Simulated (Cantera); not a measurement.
Stirred combustor or abatement burner

A perfectly stirred reactor is fed with CH₄ : C₂H₆ : C₃H₈ : O₂ : N₂ = 1 : 0.079 : 0.47 : 3.3 : 12.4 (molar parts), equivalence ratio 1.4, at 630000 Pa; it is adiabatic with a 675 K inlet, and is followed from long to short residence time, starting on the burning branch (τ in s: 0.22, 0.074, 0.025, 0.0082, 0.0027, 0.0009, 0.0003, 0.0001, 3.3e-05).

Model: GRI-Mech 3.0 (53 species, 325 reactions), integrated in Cantera. GRI-Mech 3.0 was tuned for natural gas; its chemistry of propane as a main component is partial and can be far from experiment.

```
τ (s)    T (K)     x CH₄   x C₂H₆    x C₃H₈   x CO₂      x OH
-------  -----  --------  -------  --------  ------  --------
0.22      2290   9.29e-6  2.91e-9   1.48e-8  0.0481  0.000443
0.074     2289   2.32e-5  8.58e-9   4.27e-8  0.0481  0.000480
0.025     2287   5.15e-5  2.51e-8   1.20e-7  0.0481  0.000546
0.0082    2283  0.000106  7.56e-8   3.35e-7  0.0481  0.000651
0.0027    2278  0.000201  2.27e-7   9.19e-7  0.0480  0.000798
0.00090   2269  0.000363  6.78e-7   2.46e-6  0.0478  0.000988
0.00030   2253  0.000658  2.10e-6   6.69e-6  0.0470   0.00121
0.00010   2215   0.00130  7.38e-6   1.97e-5  0.0445   0.00137
3.3e-5    2058   0.00476  7.47e-5  0.000109  0.0338  0.000907
```
x: mole fraction; the columns are a selection and need not sum to one.
